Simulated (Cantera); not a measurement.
Charge: 1 mol SiCl4, 2 mol O3, 1.7 mol N2, at 0.100 bar.

These are equilibrium values from Cantera (NASA tables, ideal gas, pure condensed phases), not measurements of a reactor. Candidate condensed phases: Si, SiO2, Si2N2O, Si3N4; 23 gas species. The tables hold silica as quartz up to 1696 K and as liquid above; real silica turns to tridymite and cristobalite and melts near 1996 K. Rates play no part.

x: gas mole fraction; n: condensed amount in mol.

| T (°C) | x Cl2 | x O2 | x Cl | x N2 | x NO | n SiO2(α-quartz) | n SiO2(β-quartz) | n SiO2(condensed) |
|---|---|---|---|---|---|---|---|---|
| 450 | 0.351 | 0.351 | 2.43e-6 | 0.298 | [?] | 1.00 | 0 | 0 |
| 600 | 0.351 | 0.351 | 8.30e-5 | 0.298 | [?] | 0 | 1.00 | 0 |
| 750 | 0.350 | 0.351 | 0.00102 | 0.298 | [?] | 0 | 1.00 | 0 |
| 900 | 0.346 | 0.350 | 0.00659 | 0.297 | [?] | 0 | 1.00 | 0 |
| 1050 | 0.332 | 0.346 | 0.0277 | 0.294 | [?] | 0 | 1.00 | 0 |
| 1200 | 0.294 | 0.336 | 0.0833 | 0.285 | [?] | 0 | 1.000 | 0 |
| 1350 | 0.224 | 0.317 | 0.188 | 0.269 | [?] | 0 | 1.000 | 0 |
| 1500 | 0.134 | 0.293 | 0.321 | 0.249 | [?] | 0 | 0 | 1.000 |

Problem. Some entries are withheld; supply them.

Solution. 
- 450, x NO: 3.69e-7
- 600, x NO: 5.03e-6
- 750, x NO: 3.18e-5
- 900, x NO: 0.000125
- 1050, x NO: 0.000359
- 1200, x NO: 0.000814
- 1350, x NO: 0.00153
- 1500, x NO: 0.00251
